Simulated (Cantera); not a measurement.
Input: 1 mol SiCl4, 0.19 mol NH3, 69 mol H2, at 0.0133 bar.

Cantera equilibrium calculation (NASA polynomials, part measured and part estimated; ideal gas, pure solids and liquids). Candidate condensed phases: NH4Cl, Si, Si3N4; 28 gas species. The tables' values for SiCl3 are old estimates; treat these amounts as uncertain. Rates play no part. All values below are at 1550 K.

Base state: H2 0.949, HCl 0.0429, SiCl2 0.00646, N2 0.00133, H 0.000266, SiCl3 5.99e-5 (mole fractions); condensed: Si(s).

Question: What changes in the equilibrium state with this change: NH3 from 0.19 to 34 mol?

Answer: 
```json
[
 {"species": "H2", "before": "0.949", "after": "0.853"},
 {"species": "N2", "before": "0.00133", "after": "0.118"},
 {"species": "HCl", "before": "0.0429", "after": "0.0278"},
 {"species": "SiCl2", "before": "0.00646", "after": "0.000549"},
 {"species": "SiCl3", "before": "5.99e-5", "after": "3.48e-6"},
 {"species": "H", "before": "0.000266", "after": "0.000252"},
 {"species": "Si(s), mol", "before": "0.533", "after": "0"},
 {"species": "Si3N4(s), mol", "before": "0", "after": "0.308"}
]
```
